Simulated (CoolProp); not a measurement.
The fluid at 339.58 K and 0.276 MPa is throttled through a valve to 0.186 MPa with no heat exchange. The same conditions are run with several fluids, on thermodynamics alone (safety and materials aside).

Computed with CoolProp (reference Helmholtz-energy equation of state of each fluid (oxygen: Schmidt 1985; C3F8 (R218): Lemmon 2006; normal hydrogen: Leachman 2009; R236FA: Pan 2012; R1233zd(E): Akasaka 2022)).

Task: Rank oxygen, C3F8 (R218), normal hydrogen, R236FA, R1233zd(E) by temperature change (K), highest first.

Result: normal hydrogen (+0.0), oxygen (-0.2), C3F8 (R218) (-0.8), R236FA (-1.4), R1233zd(E) (-2.0)

```tsv
fluid	final density (kg/m³)
oxygen	2.11
C3F8 (R218)	12.7
normal hydrogen	0.133
R236FA	10.5
R1233zd(E)	9.07
```

Above 300 K oxygen's equation is extrapolated.
